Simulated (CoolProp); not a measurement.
R143a at several states: Z from the reference equation and from simpler models built on Tc = 72.7 °C, pc = 3762 kPa, ω = 0.261; each cubic takes its own stable root.

Model: reference Helmholtz-energy equation of state, Lemmon and Jacobsen 2000, in CoolProp.

```tsv
T (°C)	p (kPa)	phase	reference
167.55	15.7	gas	0.9994
-103.25	77.9	liquid	0.003538
-15.15	11000	liquid	0.3874
11.65	9470	liquid	0.3254
88.35	5850	supercritical	0.2804
```

### Question
How far does each simpler model (van der Waals, Soave-Redlich-Kwong, Peng-Robinson) lie from the reference over these 5 states: mean and median of the absolute difference, and the worst?

### Answer
- van der Waals: mean 5486.3 %, median 65.4 %, worst +27262.9 % at -103.25 °C and 77.9 kPa
- Soave-Redlich-Kwong: mean 16.5 %, median 17.6 %, worst +29.0 % at 88.35 °C and 5850 kPa
- Peng-Robinson: mean 6.6 %, median 4.4 %, worst +18.8 % at 88.35 °C and 5850 kPa

At some of these states van der Waals gives the other phase, because its saturation line lies elsewhere.
